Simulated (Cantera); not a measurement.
NO annealing gas

An isothermal, constant-pressure homogeneous reactor starts with 9.17 % NO, 90.8 % N2, at 1725 K and 1.70 bar.

Model: GRI-Mech 3.0 (53 species, 325 reactions), integrated in Cantera.

```
t (s)       x NO   x N2      x O    x N2O      x O2    x NO2
--------  ------  -----  -------  -------  --------  -------
2.00e-5   0.0917  0.908  2.34e-8  3.27e-8  1.33e-11  9.61e-9
4.92e-5   0.0917  0.908  3.87e-8  7.99e-8  6.23e-11  4.31e-8
0.000121  0.0917  0.908  5.19e-8  1.94e-7  2.48e-10  1.53e-7
0.000298  0.0917  0.908  7.27e-8  4.57e-7  9.79e-10  4.49e-7
0.000734  0.0917  0.908  1.26e-7  1.02e-6   5.09e-9  1.26e-6
0.00181   0.0917  0.908  2.73e-7  2.01e-6   4.31e-8  3.60e-6
0.00445   0.0917  0.908  6.49e-7  3.08e-6   5.45e-7  9.94e-6
0.0110    0.0917  0.908  1.22e-6  3.50e-6   6.01e-6  2.00e-5
0.0270    0.0916  0.908  1.42e-6  3.52e-6   3.14e-5  2.37e-5
0.0664    0.0915  0.908  1.47e-6  3.51e-6   9.82e-5  2.45e-5
0.163     0.0912  0.909  1.58e-6  3.48e-6  0.000262  2.62e-5
0.402     0.0904  0.909  1.81e-6  3.42e-6  0.000664  3.00e-5
0.990     0.0884  0.910  2.28e-6  3.28e-6   0.00163  3.71e-5
2.44      0.0838  0.912  3.11e-6  2.96e-6   0.00390  4.83e-5
6.00      0.0740  0.917  4.40e-6  2.33e-6   0.00879  6.05e-5
```
x: mole fraction; the columns are a selection and need not sum to one.

Equilibrium at this temperature and pressure: NO 0.00163, N2 0.953, O 9.51e-6, N2O 1.36e-7, O2 0.0450, NO2 2.90e-6 (gas phase only).
